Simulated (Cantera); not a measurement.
What does this Cantera script print?

```python
import numpy as np
import cantera as ct

gas_names = """
    O B2O2 N2O
""".split()
cond_names = """
    BN(s)
""".split()


# ... load() reads the species with a 1 bar reference pressure and builds the phases ...
species = {s.name: s for s in load("nasa_gas.yaml", gas_names) + load("nasa_condensed.yaml", cond_names)}
# Each term lists the table entries of one substance; the one whose range holds T is used.
reactions = {
    '2 BN + 3 O(g) = B2O2(g) + N2O(g)':
        [(-2, ['BN(s)']), (-3, ['O']), (1, ['B2O2']), (1, ['N2O'])],
}


def pick(names, T):
    return next(species[n] for n in names if species[n].thermo.min_temp <= T <= species[n].thermo.max_temp)


results = []
for label, terms in reactions.items():
    print(label)
    print("     T/K   dH/kJ  dS/(J/K)   dG/kJ   log10 K")
    for T in [300, 1025, 1225, 1425, 1625, 1825, 2025, 2225, 2425, 2625, 2825]:
        used = [(nu, pick(names, T)) for nu, names in terms]
        dH = sum(nu * s.thermo.h(T) for nu, s in used) / 1e6
        dS = sum(nu * s.thermo.s(T) for nu, s in used) / 1e3
        dG = dH - T * dS / 1e3
        logK = -dG * 1e6 / (ct.gas_constant * T * np.log(10))
        results.append((label, T, dH, dS, dG, logK, [s.name for _, s in used]))
        print(f"{T:8g} {dH:8.1f} {dS:8.1f} {dG:8.1f} {logK:8.2f}")
```

It prints:

```
2 BN + 3 O(g) = B2O2(g) + N2O(g)
     T/K   dH/kJ  dS/(J/K)   dG/kJ   log10 K
     300   -620.1    -50.2   -605.1   105.35
    1025   -631.1    -67.6   -561.8    28.63
    1225   -634.8    -70.9   -547.9    23.36
    1425   -638.5    -73.7   -533.5    19.55
    1625   -642.1    -76.1   -518.5    16.67
    1825   -645.6    -78.1   -503.1    14.40
    2025   -648.8    -79.8   -487.3    12.57
    2225   -651.9    -81.2   -471.2    11.06
    2425   -654.8    -82.5   -454.8     9.80
    2625   -657.5    -83.6   -438.2     8.72
    2825   -660.0    -84.5   -421.4     7.79
```

Cantera with NASA thermochemical tables; ideal gases at 1 bar, condensed phases pure. Condensed species are held in their standard states even where they would react or evaporate.
